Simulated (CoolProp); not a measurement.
Carbon monoxide along the isotherm 196.7 K: density (kg/m³) from the reference equation and from simpler models built on Tc = 132.9 K, pc = 34.98 bar, ω = 0.050; each cubic takes its own stable root.

Computed with CoolProp (reference Helmholtz-energy equation of state, Lemmon 2006). It is a short technical equation, of lower accuracy than the large ones.

```csv
p (bar),phase,reference
1.25,gas,2.148
2.5,gas,4.311
3.75,gas,6.490
5,gas,8.683
6.25,gas,10.89
7.5,gas,13.12
8.75,gas,15.35
9.99,gas,17.59
11.2,gas,19.79
12.5,gas,22.17
13.7,gas,24.37
15,gas,26.78
16.2,gas,29.02
17.5,gas,31.47
```

**Question.** How far does each simpler model (van der Waals, Redlich-Kwong, Soave-Redlich-Kwong, Peng-Robinson) lie from the reference over these 14 states: mean and median of the absolute difference, and the worst?

**Answer.** 
- van der Waals: mean 0.4 %, median 0.4 %, worst +0.8 % at 196.7 K and 17.5 bar
- Redlich-Kwong: mean 0.1 %, median 0.1 %, worst +0.3 % at 196.7 K and 17.5 bar
- Soave-Redlich-Kwong: mean 0.1 %, median 0.1 %, worst -0.3 % at 196.7 K and 17.5 bar
- Peng-Robinson: mean 0.5 %, median 0.5 %, worst +1.0 % at 196.7 K and 17.5 bar
